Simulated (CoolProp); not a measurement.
A closed Brayton cycle with carbon dioxide: compressor inlet 322.15 K and 9.7 MPa, high pressure 17.7 MPa, turbine inlet 860 K, compressor efficiency 0.8, turbine efficiency 0.93, recuperator effectiveness 0 (on enthalpy, no pinch check). Each further row changes one setting.

Computed with CoolProp (reference Helmholtz-energy equation of state, Span 1996).

| case | thermal efficiency (%) | net work (kJ/kg) | compressor to turbine work | compressor exit (K) | turbine exit (K) |
|---|---|---|---|---|---|
| as stated | 9.7 | 64.9 | 0.26 | 361.3 | 782.5 |
| turbine inlet 810 K | 9.7 | 59.3 | (withheld) | 361.3 | (withheld) |
| compressor inlet 332.15 K | 9.4 | 58.6 | 0.34 | (withheld) | 782.5 |
| high pressure 15 MPa | 7.1 | (withheld) | (withheld) | 350.3 | (withheld) |
| recuperator effectiveness 0.5 | (withheld) | 64.9 | 0.26 | 361.3 | 782.5 |

Task: Complete the blanks.

Result: 
- turbine inlet 810 K, compressor to turbine work: 0.28
- turbine inlet 810 K, turbine exit (K): 735.4
- compressor inlet 332.15 K, compressor exit (K): 380.5
- high pressure 15 MPa, net work (kJ/kg): 48.6
- high pressure 15 MPa, compressor to turbine work: 0.25
- high pressure 15 MPa, turbine exit (K): 803.5
- recuperator effectiveness 0.5, thermal efficiency (%): 15.5
